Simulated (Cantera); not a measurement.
Charge: 1 mol SiO2, 1400 mol H2, 0.61 mol N2, equilibrated at 3600 Pa.

Cantera equilibrium calculation (NASA polynomials, part measured and part estimated; ideal gas, pure solids and liquids). Candidate condensed phases: H2O, Si, SiO2, Si2N2O, Si3N4; 35 gas species. N2 is the only nitrogen source here; it is nearly inert below about 1500 K, so the nitride shown seldom forms there in practice. Mutual solubility and eutectic melting of coexisting phases are not modelled. Kinetics and transport are ignored.

### Question
Which condensed phases are stable at each of these points (T (°C)): 525, 550, 575, 600, 625, 650, 675, 700, 725, 750?

### Answer
```tsv
T (°C)	condensed phases	Si condensed (%)
525	SiO2(α-quartz) + Si2N2O(s)	100.0
550	SiO2(α-quartz) + Si2N2O(s)	100.0
575	SiO2(β-quartz) + Si2N2O(s)	100.0
600	SiO2(β-quartz) + Si2N2O(s)	100.0
625	SiO2(β-quartz) + Si2N2O(s)	100.0
650	SiO2(β-quartz) + Si2N2O(s)	100.0
675	SiO2(β-quartz) + Si2N2O(s)	100.0
700	SiO2(β-quartz) + Si2N2O(s)	100.0
725	SiO2(β-quartz) + Si2N2O(s)	100.0
750	SiO2(β-quartz) + Si2N2O(s)	100.0
```

From 525 °C to 550 °C the condensed part is SiO2(α-quartz) + Si2N2O(s). From 575 °C to 750 °C the condensed part is SiO2(β-quartz) + Si2N2O(s).
